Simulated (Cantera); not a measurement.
## TiCl4 + C3H8 + H2 (titanium nitride, carbide and oxide coatings)

A closed system holds: 1 mol TiCl4, a varied amount of C3H8, 1.1 mol H2, held at 1248.15 K and 17.0 mbar.

These are equilibrium values from Cantera (NASA tables, ideal gas, pure condensed phases), not measurements of a reactor. Candidate condensed phases: C, C6H6, C7H8, C8H18, Ti, TiC, TiCl2, TiCl3, TiCl4; 96 gas species. The tables' values for TiCl2 are old estimates; treat these amounts as uncertain. TiC: taken at fixed stoichiometry. Rates play no part.

```csv
n(C3H8) (mol),log p H2,log p HCl,log p TiCl4,log p TiCl3,log p CH4,log p TiCl2,n C(graphite),n TiC(s)
0.21,-2.22,-2.12,-2.62,-2.99,-6.40,-6.61,0.305,0.325
0.28,-2.19,-2.12,-2.69,-3.04,-6.33,-6.65,0.479,0.360
0.37,-2.16,-2.12,-2.77,-3.10,-6.26,-6.69,0.707,0.403
0.49,-2.12,-2.13,-2.87,-3.18,-6.19,-6.74,1.01,0.456
0.65,-2.08,-2.14,-3.00,-3.27,-6.12,-6.80,1.43,0.518
0.86,-2.05,-2.16,-3.15,-3.38,-6.04,-6.87,1.99,0.589
1.1,-2.01,-2.19,-3.31,-3.50,-5.98,-6.95,2.64,0.657
1.5,-1.97,-2.23,-3.55,-3.69,-5.90,-7.08,3.75,0.746
2,-1.94,-2.28,-3.83,-3.90,-5.83,-7.22,5.18,0.823
2.6,-1.91,-2.34,-4.13,-4.12,-5.77,-7.37,6.92,0.882
```
log p: log10 of the partial pressure in bar; n: condensed amount in mol.

From 0.21 mol C3H8 to 2.6 mol C3H8 the condensed part is C(graphite) + TiC(s). The main Ti-bearing gas is TiCl4 at 0.21 mol C3H8 and TiCl3 at 2.6 mol C3H8. The share of Ti in condensed phases is highest at 2.6 mol C3H8 (88.2 %) and lowest at 0.21 mol C3H8 (32.5 %).
